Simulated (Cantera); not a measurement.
Cantera run:

```python
import numpy as np
import cantera as ct

gas_names = """
    CL CL2 H HCL H2 N NH NH2 NH3 N2 N2H2 N2H4 Si SiCL SiCL2 SiCL3 SiCL4 SiH SiHCL3 SiH2 SiH2CL2 SiH3
    SiH3CL SiH4 SiN Si2 Si2N Si3
""".split()
cond_names = """
    NH4CL(a) NH4CL(b) Si(cr) Si(L) Si3N4(a)
""".split()


# ... load() reads the species with a 1 bar reference pressure and builds the phases ...
atoms = {
    'SiHCl3': {'Si': 1, 'H': 1, 'CL': 3},
    'N2': {'N': 2},
}
top_T = {'Si3N4(a)': 2400}  # K; cautious upper limits of use, not melting points


# ... equilibrate(T, P, feed) seeds the gas with the atoms and calls Mixture.equilibrate('TP', solver="vcs", rtol=1e-11, max_steps=5000) ...
results = []
feed = {'SiHCl3': 1, 'N2': 52}  # mol
T = 1448.15  # K
for P in [5, 15, 45, 140, 410, 1200, 3700, 11000, 33000, 100000]:
    mix = equilibrate(T, P, feed)
    results.append((T, P, feed, dict(zip(mix.species_names, mix.species_moles))))

top = {s: max(r[3][s] / sum(r[3][g] for g in gas_names) for r in results) for s in gas_names}
cols = sorted((s for s in top if top[s] > 1e-06), key=lambda s: -top[s])[:6]
seen = [c for c in cond_names if any(r[3].get(c, 0) > 1e-12 for r in results)]
print("log10 of partial pressures in bar; condensed amounts in mol")
print(f"{'P/Pa':>10s}" + "".join(f"{s[:9]:>10s}" for s in cols + seen))
for T, P, feed, n in results:
    ng = sum(n[g] for g in gas_names)
    print(f"{P:10.4g}" + "".join(f"{np.log10(max(n[s] / ng * P / 1e5, 1e-99)):10.3f}" for s in cols)
          + "".join(f"{n.get(c, 0):10.4g}" for c in seen))
```

Output:

```
log10 of partial pressures in bar; condensed amounts in mol
      P/Pa        N2     SiCL2       HCL     SiCL4     SiCL3        H2  Si3N4(a)
         5    -4.318    -6.042    -6.061    -8.954    -7.780    -7.553         0
        15    -3.840    -5.571    -5.584    -8.007    -7.072    -7.074         0
        45    -3.363    -5.103    -5.113    -7.162    -6.415    -6.508         0
       140    -2.870    -4.623    -4.634    -6.361    -5.774    -5.871         0
       410    -2.403    -4.180    -4.183    -5.603    -5.174    -5.285  0.003283
      1200    -1.936    -3.848    -3.697    -4.628    -4.521    -4.955   0.04139
      3700    -1.446    -3.600    -3.199    -3.805    -3.985    -4.535   0.08657
   1.1e+04    -0.972    -3.436    -2.724    -3.160    -3.580    -4.066    0.1193
   3.3e+04    -0.494    -3.312    -2.249    -2.594    -3.235    -3.558     0.138
     1e+05    -0.012    -3.207    -1.773    -2.064    -2.918    -3.030    0.1472
```

Cantera equilibrium calculation (NASA polynomials, part measured and part estimated; ideal gas, pure solids and liquids). N2 is the only nitrogen source here; it is nearly inert below about 1500 K, so the nitride shown seldom forms there in practice. The tables' values for SiCl3 are old estimates; treat these amounts as uncertain.
